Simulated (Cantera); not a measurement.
A closed system holds: 1 mol CaO, 5.3 mol HBr, at 1150 K and 0.100 bar.

Equilibrium computed with Cantera from the NASA thermochemical tables; the gas is ideal and each condensed phase is pure. Candidate condensed phases: Br2, Ca, CaBr2, CaO, Ca(OH)2, H2O; 19 gas species. The numbers say what is thermodynamically allowed, not how fast it happens.

Base state: HBr 0.763, H2O 0.232, Br 0.00232, H2 0.00191, Br2 0.000750, CaBr2 0.000228 (mole fractions); condensed: CaBr2(l).

What changes in the equilibrium state with this change: pressure from 0.100 bar to 0.0210 bar?


```csv
species,before,after
HBr,0.763,0.760
H2O,0.232,0.232
Br,0.00232,0.00426
CaBr2,0.000228,0.00109
Br2,0.000750,0.000533
H2,0.00191,0.00267
"CaBr2(l), mol",0.999,0.995
```

What changes in the equilibrium state with this change: temperature from 1150 K to 1498.15 K?


```
species          before     after
-------------  --------  --------
HBr               0.763     0.665
H2O               0.232     0.211
CaBr2          0.000228    0.0780
Br              0.00232    0.0293
H2              0.00191    0.0156
Br2            0.000750  0.000980
CaBr2(l), mol     0.999     0.630
```
